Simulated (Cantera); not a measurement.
Input: 1 mol H₂S, 0.0053 mol SO₂, at 1302 °C and 20.0 Pa.

These are equilibrium values from Cantera (NASA tables, ideal gas, pure condensed phases), not measurements of a reactor. Candidate condensed phases: H₂O, H₂SO₄, S; 19 gas species. Rates play no part.

Task: What is the equilibrium state?

Result: 
| Quantity | Value |
|---|---|
| x(H₂) | 0.642 |
| x(S₂) | 0.322 |
| x(H₂S) | 0.0132 |
| x(SH) | 0.00978 |
| x(H₂O) | 0.00669 |
| x(S) | 0.00374 |
| x(H) | 0.00235 |
| x(SO) | 0.000345 |
| x(SO₂) | 1.59e-5 |
| gas amount | 1.498 mol |
| log10 activity of S(l) (absent) | -3.38 |
